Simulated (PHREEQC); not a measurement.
Solution (25 °C and 50 atm): 0.0041 mol/kgw Cu(BF4)2 and 0.00046 mol/kgw NaCl. Closed to the air; pH follows from the charge balance.

Equilibrium calculation in PHREEQC: ion-association model, phreeqc.dat.

Precipitation was switched off in this run.

Q: Order these F species by the share of F that they hold, largest first: BF3OH-, F-, HF, BF2(OH)2-, BF4-.

A: BF4- (74 %), HF (10 %), F- (7.0 %), BF3OH- (6.1 %), BF2(OH)2- (1.7 %)

Q: Order these B species by the share of B that they hold, largest first: BF4-, BF3OH-, BF2(OH)2-, H3BO3.

A: BF4- (74 %), H3BO3 (14 %), BF3OH- (8.2 %), BF2(OH)2- (3.3 %)

The pH is 2.94 and the ionic strength 0.0138 mol/kgw. Under pressure, the constants of complexes without a molar volume in the database are unreliable. Real BF4- forms and hydrolyses slowly; the run takes it at equilibrium.
